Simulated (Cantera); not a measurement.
# Low-pressure radical oxidation in H2/O2

An isothermal, constant-pressure homogeneous reactor starts with H2 : O2 : H2O = 0.01 : 1 : 0.0015 (molar parts), at 1098 K and 18.8 Torr.

Model: GRI-Mech 3.0 (53 species, 325 reactions), integrated in Cantera. Radical loss at walls, strong at low pressure, is not modelled.

```csv
t (s),x H2,x O2,x O,x H2O,x HO2
0.000100,0.00989,0.989,1.40e-10,0.00148,2.05e-10
0.000285,0.00989,0.989,7.03e-10,0.00148,5.89e-10
0.000811,0.00989,0.989,5.35e-9,0.00148,1.72e-9
0.00231,0.00989,0.989,2.87e-7,0.00148,8.69e-9
0.00658,0.00444,0.984,0.00349,0.00592,4.50e-6
0.0187,4.00e-5,0.983,0.00514,0.0110,2.36e-6
0.0534,1.66e-5,0.986,0.00218,0.0112,1.59e-6
0.152,4.00e-6,0.988,0.000540,0.0113,7.59e-7
0.433,6.69e-7,0.988,9.41e-5,0.0114,2.55e-7
1.23,1.05e-7,0.989,1.54e-5,0.0114,6.61e-8
3.51,1.89e-8,0.989,2.88e-6,0.0114,1.59e-8
10.0,4.19e-9,0.989,6.58e-7,0.0114,4.27e-9
```
x: mole fraction; the columns are a selection and need not sum to one.

Equilibrium at this temperature and pressure: H2 9.17e-11, O2 0.989, O 1.50e-8, H2O 0.0114, HO2 1.67e-9 (gas phase only).
